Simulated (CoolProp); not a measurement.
A single-stage vapour-compression cycle with CH3F (R41): evaporating at 254.15 K (dew point), condensing at 276.15 K (bubble point), superheat 0 K, subcooling 8 K, compressor efficiency 0.65, no pressure losses. Each further row changes one setting.

Computed with CoolProp (reference Helmholtz-energy equation of state, Lemmon 2006). It is a short technical equation, of lower accuracy than the large ones.

| case | cooling COP | pressure ratio | discharge temperature (K) | refrigerating effect (kJ/kg) | volumetric capacity (kJ/m³) |
|---|---|---|---|---|---|
| as stated | 6.75 | 1.88 | 305.5 | 349 | 8220 |
| evaporating temperature 259.15 K | 9.10 | 1.62 | ? | 349 | ? |
| condensing temperature 271.15 K | ? | 1.65 | 293.8 | ? | 8510 |
| subcooling 13 K | ? | 1.88 | 305.5 | ? | 8510 |
| superheat 10 K | 6.55 | 1.88 | 318.9 | 366 | 7980 |
| compressor efficiency 0.55 | 5.71 | 1.88 | ? | 349 | 8220 |

Task: Fill in the missing entries.

Result: 
- evaporating temperature 259.15 K, discharge temperature (K): 297.6
- evaporating temperature 259.15 K, volumetric capacity (kJ/m³): 9630
- condensing temperature 271.15 K, cooling COP: 9.01
- condensing temperature 271.15 K, refrigerating effect (kJ/kg): 361
- subcooling 13 K, cooling COP: 6.99
- subcooling 13 K, refrigerating effect (kJ/kg): 362
- compressor efficiency 0.55, discharge temperature (K): 311.3
